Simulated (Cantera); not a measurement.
Input: 1 mol CH3F, 0.021 mol CH4, at 3300 K and 13300 Pa.

These are equilibrium values from Cantera (NASA tables, ideal gas, pure condensed phases), not measurements of a reactor. Candidate condensed phases: C, C6H6, C7H8, C8H18; 95 gas species. Equilibrium is a limit: real reactors are often held back by kinetics, nucleation or transport.

Base state: H 0.394, HF 0.350, H2 0.155, C3 0.0423, C2H2 (acetylene) 0.0212, C2H 0.0137, F 0.00903, C 0.00508 (mole fractions); condensed: C(graphite).

Problem. What changes in the equilibrium state with this change: pressure from 13300 Pa to 1400 Pa?

Solution. 
```csv
species,before,after
H,0.394,0.563
HF,0.350,0.239
C3,0.0423,0.0702
H2,0.155,0.0332
C2H2 (acetylene),0.0212,0.00142
C,0.00508,0.0270
F,0.00903,0.0410
C2,0.00456,0.0135
C2H,0.0137,0.00608
C6H2,7.42e-5,4.82e-7
C4H2,0.00121,2.53e-5
C2H2 (vinylidene),0.000125,8.36e-6
CH2,4.32e-5,5.17e-6
C2HF,6.22e-5,1.32e-5
"C(graphite), mol",0.387,0
```

Problem. What changes in the equilibrium state with this change: CH3F replaced by C2F6?

Solution. 
```
species              before     after
-----------------  --------  --------
F                   0.00903     0.708
CF                  0.00183     0.134
CF2                 1.71e-5    0.0979
H                     0.394  0.000209
HF                    0.350    0.0145
C2H2 (acetylene)     0.0212   5.17e-9
H2                    0.155   4.35e-8
C2H                  0.0137   6.28e-6
C3                   0.0423    0.0343
C4H2                0.00121     <1e-9
CF3                   <1e-9  0.000367
C2H2 (vinylidene)  0.000125     <1e-9
C6H2                7.42e-5     <1e-9
CH2                 4.32e-5     <1e-9
C(graphite), mol      0.387         0
```
The feed counts by its element totals alone.

Problem. What changes in the equilibrium state with this change: pressure from 13300 Pa to 5900 Pa?

Solution. 
```csv
species,before,after
H,0.394,0.461
HF,0.350,0.303
H2,0.155,0.0940
C,0.00508,0.0106
C2H2 (acetylene),0.0212,0.0110
C3,0.0423,0.0761
F,0.00903,0.0151
C2H,0.0137,0.0137
C6H2,7.42e-5,2.84e-5
C4H2,0.00121,0.000542
C2,0.00456,0.00885
C2H2 (vinylidene),0.000125,6.51e-5
CH2,4.32e-5,2.43e-5
"C(graphite), mol",0.387,0
```
